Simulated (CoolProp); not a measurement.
Vapour-liquid equilibrium of n-decane (1) + n-dodecane (2) at 247.65 °C; x and y are mole fractions of (1).

Values from CoolProp's multi-fluid Helmholtz-energy mixture model, Lemmon 2006 and Lemmon 2004; pair parameters Bell 2016.

```tsv
x	bubble pressure, mixture model (kPa)	bubble pressure, Raoult's law (kPa)	y, mixture model	y, Raoult's law
0.05	214.7	216.5	0.097	0.112
0.15	240.2	244.6	0.267	0.297
0.25	266.8	272.7	0.409	0.443
0.35	294.1	300.8	0.528	0.563
0.45	322.1	328.9	0.630	0.661
0.55	350.5	357.0	0.717	0.745
0.65	379.4	385.1	0.793	0.816
0.75	408.6	413.2	0.860	0.878
0.85	438.2	441.3	0.920	0.931
0.95	468.2	469.4	0.974	0.978
```

The largest gap from Raoult's law is -2.2 % in bubble pressure, at x = 0.35. No azeotrope shows between x = 0.05 and 0.95.

The pair parameters rest on a limited set of measurements; away from them the model extrapolates.
